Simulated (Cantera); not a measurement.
Premixed flame

A freely propagating, adiabatic, planar premixed flame of H2 : O2 : N2 : H2O = 1 : 0.278 : 1.04 : 0.32 (molar parts), equivalence ratio 1.8, unburnt at 350 K and 100.0 Torr; mixture-averaged transport, grid criteria slope 0.08 and curve 0.16, no radiation.

Model: the H2/O2 subset of GRI-Mech 3.0, which has no nitrogen chemistry, integrated in Cantera. Burning velocities carry a grid error of a few per cent, more on coarse grids.

```tsv
z (mm)	T (K)	u (m/s)	x H2	x O2	x H2O	x H2O2	x H	x HO2
-13.2	350	2.59	0.379	0.105	0.121	<1e-8	<1e-8	<1e-8
-8.79	350	2.59	0.379	0.105	0.121	<1e-8	<1e-8	<1e-8
-6.59	350	2.59	0.379	0.105	0.121	<1e-8	<1e-8	<1e-8
-4.40	350	2.59	0.379	0.105	0.121	<1e-8	<1e-8	1.33e-8
-2.20	355	2.62	0.377	0.106	0.122	2.24e-6	4.48e-6	4.00e-5
-1.10	533	3.85	0.354	0.102	0.137	3.29e-5	0.00290	0.000101
0	910	6.40	0.282	0.0799	0.194	9.97e-7	0.0295	2.80e-5
1.10	1183	8.22	0.187	0.0306	0.290	3.39e-7	0.0688	7.94e-6
2.20	1306	9.04	0.151	0.00693	0.336	2.97e-7	0.0804	1.64e-6
4.40	1409	9.69	0.149	0.00183	0.348	2.69e-7	0.0728	3.93e-7
8.79	1511	10.3	0.156	0.00134	0.352	2.08e-7	0.0590	2.60e-7
17.6	1615	10.9	0.164	0.000893	0.356	1.27e-7	0.0449	1.64e-7
35.2	1707	11.5	0.170	0.000506	0.360	6.70e-8	0.0319	9.36e-8
```
x: mole fraction of selected species; z is measured from the peak of heat release.

- laminar burning velocity: 259 cm/s
- thermal thickness: 4.40 mm
- peak x(H2O2): 3.44e-5
- peak x(H): 0.0805
- peak x(HO2): 0.000155
- grid points: 135
